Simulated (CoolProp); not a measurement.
Computed with CoolProp (reference Helmholtz-energy equation of state, Wu 2012).

Q: Give the vapour pressure (kPa), vapour density (kg/m³), enthalpy of vaporisation (kJ/kg) of saturated fluoroethane (R161) at 215.1, 239.1 K.

A: 
```csv
T (K),p (kPa),vapour density (kg/m³),enthalpy of vaporisation (kJ/kg)
215.1,35.6,0.972,446
239.1,119,2.98,421
```
